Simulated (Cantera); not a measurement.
Mixture: CO : H2 : O2 : N2 : H2O = 1 : 0.35 : 0.563 : 2.59 : 0.3 (molar parts), equivalence ratio 1.2, at 100000 Pa, adiabatic and at constant pressure. Ignition delay is the time to a rise of 400 K.

Computed with Cantera and GRI-Mech 3.0 (53 species, 325 reactions). Below about 950 K walls govern HO2 and H2O2 in real vessels. Where the delays flatten at high temperature, the 400 K rule measures the pace of heat release, not the induction time.

Task: What does this change do: pressure from 100000 Pa to 1000000 Pa?

Result: 
| quantity | before | after |
|---|---|---|
| delay at 925 K | 30.9 ms | 34.0 ms |
| delay at 1025 K | 0.551 ms | 3.02 ms |
| delay at 1125 K | 0.149 ms | 0.372 ms |
| delay at 1225 K | 83.3 µs | 52.3 µs |
| delay at 1325 K | 58.4 µs | 11.0 µs |
| delay at 1425 K | 46.8 µs | 4.86 µs |
The hydrogen kinetics of GRI-Mech 3.0 are dated; newer H2 mechanisms differ, most at raised pressure.

Task: What does this change do: constant volume in place of constant pressure?

Result: 
```
quantity           before     after
---------------  --------  --------
delay at 925 K    30.9 ms   27.5 ms
delay at 1025 K  0.551 ms  0.533 ms
delay at 1125 K  0.149 ms  0.140 ms
delay at 1225 K   83.3 µs   75.3 µs
delay at 1325 K   58.4 µs   50.7 µs
delay at 1425 K   46.8 µs   38.9 µs
```
